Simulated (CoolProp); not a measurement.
Isopentane at several states: Z from the reference equation and from simpler models built on Tc = 187.2 °C, pc = 33.78 bar, ω = 0.227; each cubic takes its own stable root.

Values from CoolProp's reference Helmholtz-energy equation of state, Lemmon 2006. It is a short technical equation, of lower accuracy than the large ones.

| T (°C) | p (bar) | phase | reference |
|---|---|---|---|
| -28.25 | 11.6 | liquid | 0.06158 |
| 189.35 | 56.4 | supercritical | 0.2668 |
| 44.55 | 0.372 | gas | 0.9870 |
| -25.75 | 0.497 | liquid | 0.002625 |
| -55.65 | 0.438 | liquid | 0.002527 |

Task: How far does each simpler model (Redlich-Kwong, Soave-Redlich-Kwong, Peng-Robinson) lie from the reference over these 5 states: mean and median of the absolute difference, and the worst?

Result: 
- Redlich-Kwong: mean 9.2 %, median 9.7 %, worst +16.6 % at 189.35 °C and 56.4 bar
- Soave-Redlich-Kwong: mean 8.1 %, median 7.5 %, worst +17.0 % at 189.35 °C and 56.4 bar
- Peng-Robinson: mean 3.7 %, median 4.5 %, worst +5.5 % at 189.35 °C and 56.4 bar
